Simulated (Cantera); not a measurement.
Moist CO burnout

A perfectly stirred reactor is fed with CO : O2 : H2O : N2 = 0.0051 : 0.0067 : 0.034 : 1 (molar parts), at 10.0 bar; it is held at 998 K, and followed from long to short residence time.

Model: GRI-Mech 3.0 (53 species, 325 reactions), integrated in Cantera.

```tsv
τ (s)	x CO	x O2	x H2O	x H2	x H	x HO2
11	0.00117	0.00456	0.0326	5.21e-6	5.42e-10	6.27e-7
2.3	0.00246	0.00520	0.0325	8.69e-6	1.38e-9	1.03e-6
0.49	0.00389	0.00592	0.0325	7.97e-6	2.21e-9	1.32e-6
0.10	0.00466	0.00630	0.0325	2.78e-6	2.20e-9	1.28e-6
0.022	0.00486	0.00640	0.0325	2.03e-7	7.34e-10	5.42e-7
0.0047	0.00488	0.00641	0.0325	2.70e-10	5.19e-12	3.92e-9
0.0010	0.00488	0.00641	0.0325	1.62e-11	1.47e-12	5.72e-10
0.00021	0.00488	0.00641	0.0325	1.70e-12	<1e-12	8.61e-11
```
x: mole fraction; the columns are a selection and need not sum to one.
